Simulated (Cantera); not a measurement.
A closed system holds: 1 mol H2S, 3.6 mol O2, 0.0086 mol SO2, held at 3500 K and 0.00133 bar.

Equilibrium computed with Cantera from the NASA thermochemical tables; the gas is ideal and each condensed phase is pure. Candidate condensed phases: H2O, H2SO4, S; 19 gas species. Equilibrium is a limit: real reactors are often held back by kinetics, nucleation or transport.

Base state: O 0.701, H 0.196, S 0.0964, SO 0.00284, O2 0.00270, OH 0.000900, H2 0.000146, SH 2.25e-5 (mole fractions); condensed: gas only.

Problem. What changes in the equilibrium state with this change: O2 from 3.6 to 0.3 mol?

Solution. 
| species | before | after |
|---|---|---|
| H | 0.196 | 0.551 |
| S | 0.0964 | 0.277 |
| O | 0.701 | 0.168 |
| O2 | 0.00270 | 0.000155 |
| S2 | 1.57e-5 | 0.000130 |
| SH | 2.25e-5 | 0.000182 |
| H2 | 0.000146 | 0.00116 |
| SO2 | 1.53e-5 | 2.52e-6 |

Problem. What changes in the equilibrium state with this change: 1 mol CH4 added?

Solution. 
```csv
species,before,after
O,0.701,0.434
H,0.196,0.421
CO,0,0.0705
S,0.0964,0.0699
CO2,0,5.27e-5
H2,0.000146,0.000678
SO2,1.53e-5,4.24e-6
O2,0.00270,0.00103
SO,0.00284,0.00127
```
Further candidate phases: C, C6H6, C7H8, C8H18.
